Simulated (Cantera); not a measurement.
# CH₃F (fluorocarbon and chlorocarbon gases)

Feed: 1 mol CH₃F, at 3323.15 K and 38000 Pa.

These are equilibrium values from Cantera (NASA tables, ideal gas, pure condensed phases), not measurements of a reactor. Candidate condensed phases: C, C₆H₆, C₇H₈, C₈H₁₈; 95 gas species. Kinetics and transport are ignored.

* **x(HF)**: 0.403
* **x(H)**: 0.297
* **x(H₂)**: 0.224
* **x(C₂H₂ (acetylene))**: 0.0324
* **x(C₃)**: 0.0182
* **x(C₂H)**: 0.0112
* **x(F)**: 0.00562
* **x(C)**: 0.00213
* **x(C₂)**: 0.00197
* **n(C(graphite))**: 0.602 mol
* **gas amount**: 2.442 mol
